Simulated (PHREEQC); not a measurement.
Consider water at 25 °C with 4.9 mmol/kgw KH2PO4 and 0.065 mmol/kgw Na2HPO4. Closed to the air; pH follows from the charge balance.

Model: ion-association model, phreeqc.dat, run in PHREEQC.

| quantity | before | after |
|---|---|---|
| pH | 5.29 | 4.01 |
| ionic strength (mol/kgw) | 0.00511 | 0.00507 |
| HPO4-2 (mol/kgw) | 7.35e-5 | 3.87e-6 |
| NaHPO4- (mol/kgw) | 1.38e-8 | 3.63e-10 |

Name the change that produced these shifts.
A. diluted 2-fold with water
B. 0.00023 mol/kgw MgCl2 added
C. Na2HPO4 replaced by NaBF4 at the same molality
D. KH2PO4 replaced by KNO3 at the same molality
E. diluted 10-fold with water

C, Na2HPO4 replaced by NaBF4 at the same molality

Precipitation was switched off in this run. Real BF4- forms and hydrolyses slowly; the run takes it at equilibrium.
